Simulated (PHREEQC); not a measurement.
Make-up at 20 °C: 0.0055 mol/kgw FeCl3. Closed to the air; pH follows from the charge balance.

The numbers come from PHREEQC with the ion-association model, phreeqc.dat.

```yaml
pH: 2.54
ionic_strength: 0.0276 mol/kgw
total_alkalinity: -11.0 meq/kg
```

```tsv
species	molality	activity	log γ
Cl-	0.0161	0.0137	-0.070
H+	0.00326	0.00286	-0.056
Fe+3	0.00200	0.000622	-0.507
FeOH+2	0.00191	0.00104	-0.264
Fe2(OH)2+4	0.000438	3.59e-5	-1.086
FeCl+2	0.000402	0.000219	-0.264
Fe(OH)2+	0.000115	9.93e-5	-0.065
Fe3(OH)4+5	5.93e-5	1.19e-6	-1.696
FeCl2+	1.83e-5	1.57e-5	-0.066
FeCl3	2.13e-8	2.15e-8	0.003
Fe(OH)3	3.56e-9	3.58e-9	0.003
```

Precipitation was switched off in this run. The solution is supersaturated, for example in Hematite (slow to form), Goethite (slow to form), so a real one may precipitate; this is no full list.
